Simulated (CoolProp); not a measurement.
A closed Brayton cycle with nitrogen: compressor inlet 329.15 K and 4.7 MPa, high pressure 12.5 MPa, turbine inlet 795 K, compressor efficiency 0.89, turbine efficiency 0.85, recuperator effectiveness 0.95 (on enthalpy, no pinch check). Each further row changes one setting.

Model: reference Helmholtz-energy equation of state, Span 2000, in CoolProp.

```
case                           thermal efficiency (%)  net work (kJ/kg)  compressor to turbine work  compressor exit (K)  turbine exit (K)
-----------------------------  ----------------------  ----------------  --------------------------  -------------------  ----------------
as stated                                        26.4              50.8                        0.72                449.9             638.1
turbine inlet 745 K                                 ?                 ?                        0.76                449.9             596.5
compressor inlet 339.15 K                        24.5              46.7                        0.74                463.4             638.1
high pressure 10.6 MPa                           28.7                 ?                           ?                427.2                 ?
recuperator effectiveness 0.5                       ?              50.8                        0.72                449.9             638.1
```

Problem. What belongs in the gaps?

Solution. 
- turbine inlet 745 K, thermal efficiency (%): 22.1
- turbine inlet 745 K, net work (kJ/kg): 39.4
- high pressure 10.6 MPa, net work (kJ/kg): 48.1
- high pressure 10.6 MPa, compressor to turbine work: 0.68
- high pressure 10.6 MPa, turbine exit (K): 662.1
- recuperator effectiveness 0.5, thermal efficiency (%): 17.9
